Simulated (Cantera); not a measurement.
Input: 1 mol SiHCl3, 8.6 mol H2, equilibrated at 2075 K and 1000 Pa.

These are equilibrium values from Cantera (NASA tables, ideal gas, pure condensed phases), not measurements of a reactor. Candidate condensed phases: Si; 19 gas species. The tables' values for SiCl, SiCl3 are old estimates; treat these amounts as uncertain. Gases not in the tables: Si2H6 and higher silanes. Equilibrium is a limit: real reactors are often held back by kinetics, nucleation or transport.

Base state: H2 0.752, HCl 0.145, SiCl2 0.0616, H 0.0231, Si 0.0102, SiCl 0.00358, Cl 0.00329, SiH 0.000506 (mole fractions); condensed: Si(l).

### Question
What changes in the equilibrium state with this change: H2 from 8.6 to 3.7 mol?

### Answer
```
species       before     after
----------  --------  --------
H2             0.752     0.606
HCl            0.145     0.202
SiCl2         0.0616     0.149
H             0.0231    0.0207
Si            0.0102    0.0102
SiCl3       0.000184  0.000689
SiCl         0.00358   0.00556
Cl           0.00329   0.00511
SiH2        0.000120   9.70e-5
SiH         0.000506  0.000454
Si(l), mol     0.168    0.0282
```

### Question
What changes in the equilibrium state with this change: temperature from 2075 K to 2225 K?

### Answer
| species | before | after |
|---|---|---|
| H2 | 0.752 | 0.694 |
| HCl | 0.145 | 0.156 |
| H | 0.0231 | 0.0540 |
| Si | 0.0102 | 0.0327 |
| SiCl2 | 0.0616 | 0.0460 |
| Si2 | 0.000126 | 0.000384 |
| Cl | 0.00329 | 0.00879 |
| SiH | 0.000506 | 0.00115 |
| Si3 | 2.60e-5 | 5.18e-5 |
| SiCl | 0.00358 | 0.00686 |
| Si(l), mol | 0.168 | 0 |

### Question
What changes in the equilibrium state with this change: pressure from 1000 Pa to 100000 Pa?

### Answer
```json
[
 {"species": "H2", "before": "0.752", "after": "0.782"},
 {"species": "HCl", "before": "0.145", "after": "0.150"},
 {"species": "SiCl2", "before": "0.0616", "after": "0.0630"},
 {"species": "H", "before": "0.0231", "after": "0.00236"},
 {"species": "Si", "before": "0.0102", "after": "0.000102"},
 {"species": "SiH2Cl2", "before": "6.07e-7", "after": "6.45e-5"},
 {"species": "SiHCl3", "before": "1.32e-6", "after": "0.000139"},
 {"species": "SiCl4", "before": "5.64e-7", "after": "5.91e-5"},
 {"species": "Si3", "before": "2.60e-5", "after": "2.60e-7"},
 {"species": "Si(l), mol", "before": "0.168", "after": "0.302"}
]
```
The tables' values for SiCl3, SiCl are old estimates; treat these amounts as uncertain.
